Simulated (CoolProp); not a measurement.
Model: reference Helmholtz-energy equation of state, Lemmon 2006, in CoolProp. It is a short technical equation, of lower accuracy than the large ones.

### Question
For acetone, give the phase and the cp (kJ/(kg K)), cv (kJ/(kg K)), expansivity (1/kK) at 269.5 K and 42.7 MPa.

### Answer
- 269.5 K and 42.7 MPa: liquid; cp 2.04, cv 1.52, expansivity 1.07
